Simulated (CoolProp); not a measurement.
Vapour-liquid equilibrium of carbon dioxide (1) + 1-butene (2) at 239.8 K; x and y are mole fractions of (1).

Computed with CoolProp (multi-fluid Helmholtz-energy mixture model, Span 1996 and Lemmon 2005; pair parameters Bell 2016).

```
x     bubble pressure, mixture model (MPa)  bubble pressure, Raoult's law (MPa)  y, mixture model  y, Raoult's law
----  ------------------------------------  -----------------------------------  ----------------  ---------------
0.05                                0.1131                              0.09289             0.734            0.686
0.2                                 0.3712                               0.2793             0.926            0.912
0.35                                0.6001                               0.4658             0.958            0.957
0.5                                 0.7762                               0.6522             0.971            0.976
0.65                                0.9137                               0.8386             0.979            0.987
0.8                                  1.045                                1.025             0.986            0.994
0.95                                 1.207                                1.211             0.996            0.999
```

The largest gap from Raoult's law is +32.9 % in bubble pressure, at x = 0.2. No azeotrope shows between x = 0.05 and 0.95.

Pair parameters are fitted to limited data, so mixtures are less certain than the pure fluids.
